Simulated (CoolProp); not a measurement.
A single-stage vapour-compression cycle with n-perfluorobutane: evaporating at 236.15 K (dew point), condensing at 272.15 K (bubble point), superheat 8 K, subcooling 8 K, compressor efficiency 0.9, no pressure losses. Each further row changes one setting.

Model: reference Helmholtz-energy equation of state, Gao 2022, in CoolProp.

```json
[
 {"case": "as stated", "cooling COP": "5.21", "pressure ratio": "5.52", "discharge temperature (K)": "272.1", "refrigerating effect (kJ/kg)": "84.6", "volumetric capacity (kJ/m³)": "192"},
 {"case": "evaporating temperature 241.15 K", "cooling COP": "[?]", "pressure ratio": "[?]", "discharge temperature (K)": "272.1", "refrigerating effect (kJ/kg)": "88.5", "volumetric capacity (kJ/m³)": "[?]"},
 {"case": "condensing temperature 267.15 K", "cooling COP": "[?]", "pressure ratio": "[?]", "discharge temperature (K)": "267.1", "refrigerating effect (kJ/kg)": "90.1", "volumetric capacity (kJ/m³)": "204"},
 {"case": "subcooling 13 K", "cooling COP": "[?]", "pressure ratio": "5.52", "discharge temperature (K)": "272.1", "refrigerating effect (kJ/kg)": "90.1", "volumetric capacity (kJ/m³)": "204"},
 {"case": "superheat 18 K", "cooling COP": "5.42", "pressure ratio": "5.52", "discharge temperature (K)": "276.4", "refrigerating effect (kJ/kg)": "92.6", "volumetric capacity (kJ/m³)": "[?]"},
 {"case": "compressor efficiency 0.8", "cooling COP": "[?]", "pressure ratio": "5.52", "discharge temperature (K)": "272.1", "refrigerating effect (kJ/kg)": "84.6", "volumetric capacity (kJ/m³)": "192"}
]
```

### Question
Some entries are withheld; supply them.

### Answer

- evaporating temperature 241.15 K, cooling COP: 6.40
- evaporating temperature 241.15 K, pressure ratio: 4.19
- evaporating temperature 241.15 K, volumetric capacity (kJ/m³): 260
- condensing temperature 267.15 K, cooling COP: 6.28
- condensing temperature 267.15 K, pressure ratio: 4.51
- subcooling 13 K, cooling COP: 5.54
- superheat 18 K, volumetric capacity (kJ/m³): 201
- compressor efficiency 0.8, cooling COP: 4.63

The compression ends wet for: as stated; evaporating temperature 241.15 K; condensing temperature 267.15 K; subcooling 13 K; compressor efficiency 0.8.
